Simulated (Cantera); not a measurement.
Source: NASA polynomial tables (part measured, part estimated), evaluated in Cantera. Values are per mole of reaction as written; species without (g) are pure solids or liquids, kept so even where they would boil at 1 bar.

2 Pb + O2(g) ⇌ 2 PbO(g), with ΔH° = 140.6 kJ and ΔS° = 145.2 J/K at 300 K.

Problem. How far is the shortcut ΔG° ≈ ΔH°(300 K) − T·ΔS°(300 K) from the full temperature-dependent value at 873, 1073, 1273, 1473, 1673, 1873 K?

Solution. 
| T (K) | shortcut (kJ) | full (kJ) | difference (kJ) | difference in log10 K | condensed phases |
|---|---|---|---|---|---|
| 873 | 13.8 | 24.7 | -11.0 | 0.66 | Pb(l) |
| 1073 | -15.3 | 3.4 | -18.7 | 0.91 | Pb(l) |
| 1273 | -44.3 | -17.2 | -27.1 | 1.11 | Pb(l) |
| 1473 | -73.4 | -37.3 | -36.1 | 1.28 | Pb(l) |
| 1673 | -102.4 | -56.8 | -45.6 | 1.42 | Pb(l) |
| 1873 | -131.4 | -75.9 | -55.5 | 1.55 | Pb(l) |
The shortcut ignores heat capacities and the phase changes listed.
